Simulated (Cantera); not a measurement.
Input: 1 mol CF₄, 0.24 mol F₂, held at 0.133 bar.

Equilibrium computed with Cantera from the NASA thermochemical tables; the gas is ideal and each condensed phase is pure. Candidate condensed phases: C; 13 gas species. The numbers say what is thermodynamically allowed, not how fast it happens. All values below are at 2952 °C.

Base state: F 0.769, CF₂ 0.121, CF 0.0976, C₃ 0.00782, C 0.00198, C₂ 0.00117, CF₃ 0.000671, C₅ 0.000137 (mole fractions); condensed: gas only.

What changes in the equilibrium state with this change: F₂ from 0.24 to 0.52 mol?


```json
[
 {"species": "F", "before": "0.769", "after": "0.792"},
 {"species": "CF₂", "before": "0.121", "after": "0.112"},
 {"species": "CF", "before": "0.0976", "after": "0.0875"},
 {"species": "C₅", "before": "0.000137", "after": "6.84e-5"},
 {"species": "C₄", "before": "3.44e-5", "after": "1.97e-5"},
 {"species": "C₃", "before": "0.00782", "after": "0.00516"},
 {"species": "C₂", "before": "0.00117", "after": "0.000883"}
]
```
